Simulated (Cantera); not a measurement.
An adiabatic, constant-pressure homogeneous reactor starts with CH₄ : O₂ : N₂ = 1 : 4.26 : 16 (molar parts), equivalence ratio 0.47, at 1575 K and 500000 Pa. Integrator tolerance rtol = 1e-08.

Model: GRI-Mech 3.0 (53 species, 325 reactions), integrated in Cantera.

### Question
What does this change do: 0.021 parts H2 added?

### Answer
| quantity | before | after |
|---|---|---|
| time of steepest temperature rise | 0.132 ms | 0.122 ms |
| temperature at 0.700 s | 2460 K | 2464 K |
| equilibrium temperature | 2460 K | 2464 K |
| x(CH₄) at 0.700 s | <1e-12 (gas-phase equilibrium <1e-12) | <1e-12 (gas-phase equilibrium <1e-12) |
| x(O₂) at 0.700 s | 0.0976 (gas-phase equilibrium 0.0976) | 0.0970 (gas-phase equilibrium 0.0970) |
| x(CO) at 0.700 s | 0.00193 (gas-phase equilibrium 0.00193) | 0.00197 (gas-phase equilibrium 0.00197) |
| x(NO₂) at 0.700 s | 2.01e-5 (gas-phase equilibrium 2.01e-5) | 2.00e-5 (gas-phase equilibrium 2.00e-5) |
| x(HCN) at 0.700 s | 3.08e-12 (gas-phase equilibrium 3.08e-12) | 3.28e-12 (gas-phase equilibrium 3.28e-12) |

### Question
What does this change do: pressure from 500000 Pa to 750000 Pa?

### Answer
| quantity | before | after |
|---|---|---|
| time of steepest temperature rise | 0.132 ms | 95.6 µs |
| temperature at 0.700 s | 2460 K | 2467 K |
| equilibrium temperature | 2460 K | 2467 K |
| x(CH₄) at 0.700 s | <1e-12 (gas-phase equilibrium <1e-12) | <1e-12 (gas-phase equilibrium <1e-12) |
| x(O₂) at 0.700 s | 0.0976 (gas-phase equilibrium 0.0976) | 0.0976 (gas-phase equilibrium 0.0976) |
| x(CO) at 0.700 s | 0.00193 (gas-phase equilibrium 0.00193) | 0.00164 (gas-phase equilibrium 0.00164) |
| x(NO₂) at 0.700 s | 2.01e-5 (gas-phase equilibrium 2.01e-5) | 2.47e-5 (gas-phase equilibrium 2.47e-5) |
| x(HCN) at 0.700 s | 3.08e-12 (gas-phase equilibrium 3.08e-12) | 3.05e-12 (gas-phase equilibrium 3.05e-12) |
